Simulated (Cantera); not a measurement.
Input: 1 mol FeS, 0.3 mol H₂S, 2.1 mol O₂, equilibrated at 0.0330 bar.

These are equilibrium values from Cantera (NASA tables, ideal gas, pure condensed phases), not measurements of a reactor. Candidate condensed phases: Fe, FeO, Fe(OH)₂, Fe(OH)₃, FeS, FeSO₄, FeS₂, Fe₂O₃, Fe₂(SO₄)₃, Fe₃O₄, H₂O, H₂SO₄, S; 22 gas species. Gases not in the tables: S₃ to S₇. Kinetics and transport are ignored. All values below are at 1050 K.

Base state: SO₂ 0.807, H₂O 0.187, S₂ 0.00439, H₂ 0.000556, H₂S 0.000543, S₂O 0.000372, SO 7.18e-5 (mole fractions); condensed: Fe₃O₄(s).

**Question.** What changes in the equilibrium state with this change: H₂S from 0.3 to 0.098 mol?

**Answer.** 
```tsv
species	before	after
SO₂	0.807	0.755
O₂	<1e-9	0.124
H₂O	0.187	0.0718
SO₃	1.02e-7	0.0498
S₂	0.00439	<1e-9
H₂	0.000556	<1e-9
H₂S	0.000543	<1e-9
S₂O	0.000372	<1e-9
SO	7.18e-5	<1e-9
Fe₃O₄(s), mol	0.333	0
Fe₂O₃(s), mol	0	0.500
```
